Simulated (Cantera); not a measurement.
Equilibrium for titanium nitride, carbide and oxide coatings: Ti(OiPr)4 + O2

A closed system holds: 1 mol Ti(OiPr)4, 0.6 mol O2, at 9.40 mbar.

Equilibrium computed with Cantera from the NASA thermochemical tables; the gas is ideal and each condensed phase is pure. Candidate condensed phases: C, C6H6, C7H8, C8H18, H2O, Ti, TiC, TiO, TiO2, Ti2O3, Ti3O5, Ti4O7; 113 gas species. The feed counts by its element totals alone. TiC: taken at fixed stoichiometry. The numbers say what is thermodynamically allowed, not how fast it happens.

From 1850 K to 2100 K the condensed part is C(graphite) + TiC(s).

| T (K) | log p H2 | log p CO | log p H | log p C2H2 (acetylene) | log p CH4 | log p CH3 | n C(graphite) | n TiC(s) |
|---|---|---|---|---|---|---|---|---|
| 1850 | -2.17 | -2.60 | -4.35 | -5.75 | -7.52 | -8.40 | 5.79 | 1.00 |
| 1875 | -2.17 | -2.60 | -4.27 | -5.67 | -7.55 | -8.35 | 5.79 | 1.00 |
| 1900 | -2.17 | -2.60 | -4.18 | -5.59 | -7.59 | -8.30 | 5.79 | 1.00 |
| 1925 | -2.17 | -2.60 | -4.10 | -5.51 | -7.62 | -8.25 | 5.79 | 1.00 |
| 1950 | -2.17 | -2.60 | -4.03 | -5.43 | -7.65 | -8.21 | 5.78 | 1.000 |
| 1975 | -2.17 | -2.60 | -3.95 | -5.36 | -7.68 | -8.16 | 5.78 | 1.000 |
| 2000 | -2.17 | -2.60 | -3.87 | -5.29 | -7.72 | -8.12 | 5.78 | 1.000 |
| 2025 | -2.17 | -2.60 | -3.80 | -5.22 | -7.75 | -8.08 | 5.77 | 1.000 |
| 2050 | -2.17 | -2.60 | -3.73 | -5.15 | -7.78 | -8.04 | 5.77 | 1.000 |
| 2075 | -2.18 | -2.60 | -3.66 | -5.08 | -7.81 | -8.00 | 5.77 | 1.000 |
| 2100 | -2.18 | -2.60 | -3.60 | -5.02 | -7.84 | -7.97 | 5.76 | 1.000 |
log p: log10 of the partial pressure in bar; n: condensed amount in mol.
